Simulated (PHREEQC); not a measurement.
Consider water at 50 °C with 14 mmol/kgw HF, 4.6 mmol/kgw H2SiF6 and 20 mmol/kgw H3BO3. Closed to the air; pH follows from the charge balance.

Model: ion-association model, wateq4f.dat, run in PHREEQC.

This is a speciation only: nothing precipitates in the calculation.

Q: What pH does the model give?

A: pH 2.03.

Q: In which forms is F present?

A: BF4- 59 %, SiF6-2 20 %, HF 13 %, BF3OH- 4.9 %, BF2(OH)2- 2.0 %, F- 0.7 % of the F.

The solution is supersaturated, for example in Quartz (slow to form), Chalcedony (slow to form), so a real one may precipitate; this is no full list. Constants without temperature data keep their 25 °C values here. SiF6-2 is the database's only silicon fluoride. Real BF4- forms and hydrolyses slowly; the run takes it at equilibrium.
